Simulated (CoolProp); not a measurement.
20 sccm (0 °C, 1 atm) of nitrogen bubbles through liquid n-undecane at 321.1 K and leaves saturated at a total pressure of 0.00525 MPa (ideal gas phase). Each further row changes one setting.

Computed with CoolProp (reference Helmholtz-energy equation of state, Aleksandrov 2011). It is a short technical equation, of lower accuracy than the large ones.

```
case                       vapour pressure (kPa)  mole fraction of vapour  delivery (mg/min)  delivery (sccm)  change of delivery for a bath 1 K warmer (%)
-------------------------  ---------------------  -----------------------  -----------------  ---------------  --------------------------------------------
as stated                                  0.286                   0.0544               8.02             1.15                                           6.9
bath temperature 326.1 K                   0.390                   0.0743               11.2             1.60                                           6.8
total pressure 0.0105 MPa                  0.286                   0.0272               3.90            0.559                                           6.7
```
